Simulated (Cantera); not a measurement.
A Cantera script and what it prints.

```python
import numpy as np
import cantera as ct

gas_names = """
    Cu CuO Cu2 H HO2 H2 H2O H2O2 O OH O2 O3
""".split()
cond_names = """
    Cu(cr) Cu(L) CuO(s) CuO2H2(s) Cu2O(s) Cu2O(L) H2O(s) H2O(L)
""".split()


# ... load() reads the species with a 1 bar reference pressure and builds the phases ...
atoms = {
    'Cu2O': {'Cu': 2, 'O': 1},
    'H2': {'H': 2},
}
top_T = {'CuO(s)': 1390}  # K; cautious upper limits of use, not melting points


# ... equilibrate(T, P, feed) seeds the gas with the atoms and calls Mixture.equilibrate('TP', solver="vcs", rtol=1e-11, max_steps=5000) ...
results = []
feed = {'Cu2O': 1, 'H2': 4.5}  # mol
P = 10000  # Pa
for T in [798, 873, 948, 1023, 1098, 1173, 1248, 1323, 1398, 1473]:
    mix = equilibrate(T, P, feed)
    results.append((T, P, feed, dict(zip(mix.species_names, mix.species_moles))))
    x = sorted(zip(gas.X, gas.species_names), reverse=True)
    print(f"T = {T:g} K  P = {P:g} Pa  gas = {mix.phase_moles(0):.4g} mol")
    print("   x: " + "  ".join(f"{s} {v:.3e}" for v, s in x if v > 0.0001))
    print("   condensed (mol): " + ("  ".join(f"{mix.phase(i).name} {mix.phase_moles(i):.4g}"
          for i in range(1, mix.n_phases) if mix.phase_moles(i) > 1e-12) or "none"))
```

Result:

```
T = 798 K  P = 10000 Pa  gas = 4.5 mol
   x: H2 7.778e-01  H2O 2.222e-01
   condensed (mol): Cu(cr) 2
T = 873 K  P = 10000 Pa  gas = 4.5 mol
   x: H2 7.778e-01  H2O 2.222e-01
   condensed (mol): Cu(cr) 2
T = 948 K  P = 10000 Pa  gas = 4.5 mol
   x: H2 7.778e-01  H2O 2.222e-01
   condensed (mol): Cu(cr) 2
T = 1023 K  P = 10000 Pa  gas = 4.5 mol
   x: H2 7.778e-01  H2O 2.222e-01
   condensed (mol): Cu(cr) 2
T = 1098 K  P = 10000 Pa  gas = 4.5 mol
   x: H2 7.778e-01  H2O 2.222e-01
   condensed (mol): Cu(cr) 2
T = 1173 K  P = 10000 Pa  gas = 4.5 mol
   x: H2 7.778e-01  H2O 2.222e-01
   condensed (mol): Cu(cr) 2
T = 1248 K  P = 10000 Pa  gas = 4.5 mol
   x: H2 7.778e-01  H2O 2.222e-01
   condensed (mol): Cu(cr) 2
T = 1323 K  P = 10000 Pa  gas = 4.5 mol
   x: H2 7.778e-01  H2O 2.222e-01
   condensed (mol): Cu(cr) 2
T = 1398 K  P = 10000 Pa  gas = 4.5 mol
   x: H2 7.778e-01  H2O 2.222e-01
   condensed (mol): Cu(L) 2
T = 1473 K  P = 10000 Pa  gas = 4.5 mol
   x: H2 7.777e-01  H2O 2.222e-01
   condensed (mol): Cu(L) 2
```

Cantera equilibrium calculation (NASA polynomials, part measured and part estimated; ideal gas, pure solids and liquids).
